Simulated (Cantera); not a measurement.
A freely propagating, adiabatic, planar premixed flame of H₂ : O₂ : N₂ = 1 : 0.357 : 1.75 (molar parts), equivalence ratio 1.4, unburnt at 425 K and 1.00 atm; mixture-averaged transport, grid criteria slope 0.08 and curve 0.16, no radiation.

Computed with Cantera and the H2/O2 subset of GRI-Mech 3.0, which has no nitrogen chemistry. Burning velocities carry a grid error of a few per cent, more on coarse grids.

x: mole fraction of selected species; z is measured from the peak of heat release.

```csv
z (mm),T (K),u (m/s),x H₂,x O₂,x OH,x H₂O,x H,x O
-1.19,425,3.91,0.322,0.115,<1e-8,<1e-8,<1e-8,<1e-8
-0.796,425,3.91,0.322,0.115,<1e-8,<1e-8,<1e-8,<1e-8
-0.597,425,3.91,0.322,0.115,<1e-8,<1e-8,<1e-8,<1e-8
-0.398,425,3.91,0.322,0.115,<1e-8,3.42e-7,<1e-8,<1e-8
-0.199,443,4.05,0.316,0.116,2.21e-5,0.000507,2.12e-5,___
-0.0995,699,6.22,0.281,0.110,0.000845,0.0207,0.00401,___
0,1119,9.66,0.201,0.0798,0.00176,0.0891,0.0274,___
0.0995,1413,12.1,0.121,0.0324,0.00446,0.178,0.0531,___
0.199,1556,13.2,0.0913,0.0116,0.00603,0.217,0.0590,___
0.398,1689,14.2,0.0860,0.00458,0.00705,0.232,0.0516,___
0.796,1816,15.2,0.0895,0.00288,0.00712,0.238,0.0392,___
1.59,1929,16.0,0.0928,0.00165,0.00633,0.245,0.0276,___
3.18,2020,16.6,0.0954,0.000788,0.00492,0.250,0.0181,___
```

What belongs in the gaps?


- -0.199, x O: 2.91e-6
- -0.0995, x O: 0.000178
- 0, x O: 0.00244
- 0.0995, x O: 0.00506
- 0.199, x O: 0.00456
- 0.398, x O: 0.00348
- 0.796, x O: 0.00241
- 1.59, x O: 0.00141
- 3.18, x O: 0.000682
